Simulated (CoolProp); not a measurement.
The numbers come from the reference Helmholtz-energy equation of state, Wu 2012 in CoolProp.

Task: For fluoroethane (R161), give the phase and the Z, cp (kJ/(kg K)), cv (kJ/(kg K)), isothermal compressibility (1/MPa) at 302.3 K and 318 kPa.

Result: 
- 302.3 K and 318 kPa: gas; Z 0.952, cp 1.32, cv 1.10, isothermal compressibility 3.31
